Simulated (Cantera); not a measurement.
What does this Cantera script print?

```python
import numpy as np
import cantera as ct

gas_names = """
    NH3 N2 HCL Cs
""".split()
cond_names = """
    CsCL(a) CsCL(b) CsCL(L)
""".split()


# ... load() reads the species with a 1 bar reference pressure and builds the phases ...
species = {s.name: s for s in load("nasa_gas.yaml", gas_names) + load("nasa_condensed.yaml", cond_names)}
# Each term lists the table entries of one substance; the one whose range holds T is used.
reactions = {
    '2 NH3(g) + 6 CsCl = N2(g) + 6 HCl(g) + 6 Cs(g)':
        [(-2, ['NH3']), (-6, ['CsCL(a)', 'CsCL(b)', 'CsCL(L)']), (1, ['N2']), (6, ['HCL']), (6, ['Cs'])],
}


def pick(names, T):
    return next(species[n] for n in names if species[n].thermo.min_temp <= T <= species[n].thermo.max_temp)


results = []
for label, terms in reactions.items():
    print(label)
    print("     T/K   dH/kJ  dS/(J/K)   dG/kJ   log10 K")
    for T in [723, 923, 1123, 1323, 1523, 1723, 1923, 2123]:
        used = [(nu, pick(names, T)) for nu, names in terms]
        dH = sum(nu * s.thermo.h(T) for nu, s in used) / 1e6
        dS = sum(nu * s.thermo.s(T) for nu, s in used) / 1e3
        dG = dH - T * dS / 1e3
        logK = -dG * 1e6 / (ct.gas_constant * T * np.log(10))
        results.append((label, T, dH, dS, dG, logK, [s.name for _, s in used]))
        print(f"{T:8g} {dH:8.1f} {dS:8.1f} {dG:8.1f} {logK:8.2f}")
```

It prints:

```
2 NH3(g) + 6 CsCl = N2(g) + 6 HCl(g) + 6 Cs(g)
     T/K   dH/kJ  dS/(J/K)   dG/kJ   log10 K
     723   2613.2   1293.6   1677.9  -121.22
     923   2465.7   1123.5   1428.8   -80.86
    1123   2419.7   1078.3   1208.7   -56.22
    1323   2373.1   1040.2    997.0   -39.36
    1523   2326.2   1007.2    792.3   -27.17
    1723   2279.3    978.2    593.9   -18.00
    1923   2232.5    952.5    400.8   -10.89
    2123   2186.1    929.6    212.7    -5.23
```

Standard-state values (1 bar) from the NASA 1993 polynomials, evaluated with Cantera. Condensed species are held in their standard states even where they would react or evaporate.
